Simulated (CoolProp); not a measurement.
The numbers come from the reference Helmholtz-energy equation of state, Lemmon 2006 in CoolProp. It is a short technical equation, of lower accuracy than the large ones.

Q: For toluene, give the phase and the Z, expansivity (1/kK), conductivity (mW/(m K)) at 438.9 K and 5.22 MPa; 452.1 K and 5.22 MPa.

A: 
- 438.9 K and 5.22 MPa: liquid; Z 0.181, expansivity 1.50, conductivity 97.3
- 452.1 K and 5.22 MPa: liquid; Z 0.179, expansivity 1.58, conductivity 94.7

Thermal conductivity comes from a separate model (Assael 2012).
